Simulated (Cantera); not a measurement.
Equilibrium for silicon oxide and oxynitride deposition: HMDSO + O3 + NO

Input: 1 mol HMDSO, 0.094 mol O3, 19 mol NO, held at 11.0 Pa.

Cantera equilibrium calculation (NASA polynomials, part measured and part estimated; ideal gas, pure solids and liquids). Candidate condensed phases: C, C6H6, C7H8, C8H18, H2O, Si, SiC, SiO2, Si2N2O, Si3N4; 151 gas species. The feed counts by its element totals alone. The tables hold silica as quartz up to 1696 K and as liquid above; real silica turns to tridymite and cristobalite and melts near 1996 K. Rates play no part.

```csv
T (K),x N2,x H2O,x CO2,x H2,x CO,x H,x OH,x SiO,n SiO2(α-quartz),n SiO2(β-quartz)
825,0.388,0.215,0.204,0.152,0.0405,2.95e-10,<1e-12,<1e-12,2.00,0
875,0.388,0.223,0.197,0.144,0.0482,1.82e-9,2.06e-12,<1e-12,0,2.00
925,0.388,0.230,0.189,0.137,0.0556,9.19e-9,1.83e-11,<1e-12,0,2.00
975,0.388,0.237,0.182,0.130,0.0625,3.93e-8,1.30e-10,<1e-12,0,2.00
1025,0.388,0.244,0.176,0.124,0.0689,1.46e-7,7.68e-10,<1e-12,0,2.00
1075,0.388,0.250,0.170,0.118,0.0747,4.80e-7,3.85e-9,<1e-12,0,2.00
1125,0.388,0.255,0.165,0.113,0.0801,1.42e-6,1.68e-8,3.20e-12,0,2.00
1175,0.388,0.260,0.160,0.108,0.0849,3.84e-6,6.45e-8,3.65e-11,0,2.00
1225,0.388,0.264,0.156,0.103,0.0893,9.55e-6,2.22e-7,3.39e-10,0,2.00
1275,0.388,0.268,0.152,0.0992,0.0933,2.21e-5,6.96e-7,2.63e-9,0,2.00
1325,0.388,0.272,0.148,0.0956,0.0970,4.82e-5,2.00e-6,1.74e-8,0,2.00
1375,0.388,0.275,0.145,0.0922,0.100,9.92e-5,5.32e-6,1.00e-7,0,2.00
1425,0.388,0.278,0.142,0.0892,0.103,0.000194,1.32e-5,5.08e-7,0,2.00
```
x: gas mole fraction; n: condensed amount in mol.

At 825 K the condensed part is SiO2(α-quartz). From 875 K to 1425 K the condensed part is SiO2(β-quartz).
